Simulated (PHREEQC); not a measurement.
Make-up at 20 °C: 0.0099 mol/kgw Ni(NO3)2, 0.0068 mol/kgw H3BO3 and 0.00018 mol/kgw H2SO4. Closed to the air; pH follows from the charge balance.

Equilibrium calculation in PHREEQC: ion-association model, wateq4f.dat.

**Question.** The ionic strength comes out as 0.0300 mol/kgw. What activity coefficients do HSO4-, SO4-2, H+, NO3-, Ni+2 get?

**Answer.** HSO4- 0.85, SO4-2 0.53, H+ 0.87, NO3- 0.84, Ni+2 0.52.

No solid was allowed to form. Species that the database lacks are ignored.
